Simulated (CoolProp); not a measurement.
The fluid at 293.15 K and 0.00779 MPa is throttled through a valve to 0.000387 MPa with no heat exchange. The same conditions are run with several fluids, on thermodynamics alone (safety and materials aside).

Values from CoolProp's reference Helmholtz-energy equation of state of each fluid (methanol: de Reuck 1993; n-perfluoropentane: Gao 2022; R507A: Lemmon 2003; R365MFC: Lemmon 2016; fluorine: de Reuck 1990). Blends and air are pseudo-pure fits.

Task: Rank methanol, n-perfluoropentane, R507A, R365MFC, fluorine by temperature change (K), highest first.

Result: fluorine (-0.0), R507A (-0.1), n-perfluoropentane (-0.2), R365MFC (-0.3), methanol (-4.2)

```csv
fluid,final density (kg/m³)
methanol,0.00516
n-perfluoropentane,0.0458
R507A,0.0157
R365MFC,0.0235
fluorine,0.00603
```
